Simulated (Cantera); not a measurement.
An adiabatic, constant-volume homogeneous reactor starts with 5.41 % CH₄, 19.0 % O₂, 71.4 % N₂, 4.27 % H₂O, equivalence ratio 0.57, at 1450 K and 18.0 bar.

Model: GRI-Mech 3.0 (53 species, 325 reactions), integrated in Cantera. The pressure lies above the range GRI-Mech 3.0 was tuned for (to about 10 atm).

x: mole fraction; the columns are a selection and need not sum to one.

```csv
t (s),T (K),P (bar),x CH₄,x O₂,x H₂O,x C₂H,x HCO,x HCN,x CO
4.00e-6,1450,18.0,0.0541,0.190,0.0427,<1e-12,3.28e-12,<1e-12,___
9.86e-6,1450,18.0,0.0540,0.190,0.0427,<1e-12,3.54e-11,<1e-12,___
2.43e-5,1450,18.0,0.0540,0.190,0.0428,<1e-12,6.01e-10,<1e-12,___
5.99e-5,1454,18.0,0.0533,0.189,0.0432,<1e-12,8.15e-9,<1e-12,___
0.000147,2714,33.9,<1e-12,0.0800,0.143,<1e-12,5.23e-9,4.31e-11,___
0.000363,2702,33.7,<1e-12,0.0762,0.143,<1e-12,4.13e-9,4.46e-11,0.00315
0.000896,2687,33.5,<1e-12,0.0727,0.144,<1e-12,3.75e-9,5.27e-11,0.00302
0.00221,2683,33.5,<1e-12,0.0717,0.144,<1e-12,3.64e-9,5.44e-11,0.00299
0.00544,2683,33.5,<1e-12,0.0716,0.144,<1e-12,3.64e-9,5.44e-11,0.00299
0.0134,2683,33.5,<1e-12,0.0716,0.144,<1e-12,3.64e-9,5.44e-11,0.00299
0.0330,2683,33.5,<1e-12,0.0716,0.144,<1e-12,3.64e-9,5.44e-11,0.00299
0.0814,2683,33.5,<1e-12,0.0716,0.144,<1e-12,3.64e-9,5.44e-11,0.00299
0.200,2683,33.5,<1e-12,0.0716,0.144,<1e-12,3.64e-9,5.44e-11,0.00299
0.494,2683,33.5,<1e-12,0.0716,0.144,<1e-12,3.64e-9,5.44e-11,0.00299
1.22,2683,33.5,<1e-12,0.0716,0.144,<1e-12,3.64e-9,5.44e-11,0.00299
3.00,2683,33.5,<1e-12,0.0716,0.144,<1e-12,3.64e-9,5.44e-11,0.00299
```

Question: What belongs in the gaps?

Answer: 
- 4.00e-6, x CO: 1.84e-9
- 9.86e-6, x CO: 4.42e-8
- 2.43e-5, x CO: 1.64e-6
- 5.99e-5, x CO: 5.52e-5
- 0.000147, x CO: 0.00368
